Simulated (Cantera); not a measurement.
Charge: 1 mol Si, 1.2 mol CO, 47 mol N2, held at 0.440 bar.

These are equilibrium values from Cantera (NASA tables, ideal gas, pure condensed phases), not measurements of a reactor. Candidate condensed phases: C, Si, SiC, SiO2, Si2N2O, Si3N4; 34 gas species. N2 is the only nitrogen source here; it is nearly inert below about 1500 K, so the nitride shown seldom forms there in practice. Equilibrium is a limit: real reactors are often held back by kinetics, nucleation or transport. All values below are at 800 K.

Base state: N2 1.000 (mole fractions); condensed: C(graphite) + SiO2(α-quartz) + Si2N2O(s).

Task: What changes in the equilibrium state with this change: CO from 1.2 to 12 mol?

Result: 
```tsv
species	before	after
N2	1.000	0.885
CO2	<1e-9	0.0736
CO	3.04e-6	0.0412
C(graphite), mol	1.20	5.91
SiO2(α-quartz), mol	0.467	1.00
Si2N2O(s), mol	0.267	0
```

Task: What changes in the equilibrium state with this change: CO from 1.2 to 11 mol?

Result: 
```csv
species,before,after
N2,1.000,0.895
CO2,<1e-9,0.0662
CO,3.04e-6,0.0390
"C(graphite), mol",1.20,5.48
"SiO2(α-quartz), mol",0.467,1.00
"Si2N2O(s), mol",0.267,0
```
